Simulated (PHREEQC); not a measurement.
Model water analysis in mmol/kgw, 25 °C, pH 6.77, pe 12.3:

```
constituent           mmol/kgw
--------------------  --------
Na                     0.00854
K                       0.0115
Ca                     0.00443
Mg                      0.0103
Cl                      0.0228
S(6)                   0.00454
Alkalinity (meq/kgw)    0.0173
Cu(2)                 0.000545
```

Valence states are taken as typed.

Equilibrium calculation in PHREEQC: ion-association model, phreeqc.dat.

Precipitation was switched off in this run.

Q: Order these Cu species by the share of Cu that they hold, largest first: Cu(OH)2, CuOH+, Cu+2, CuHCO3+, CuCO3.

A: Cu+2 (56 %), Cu(OH)2 (39 %), CuOH+ (3.2 %), CuCO3 (1.3 %), CuHCO3+ (0.46 %)

The pH is 6.77 and the ionic strength 6.91e-5 mol/kgw. The database's constant for dissolved Cu(OH)2 is higher than later reviews accept.
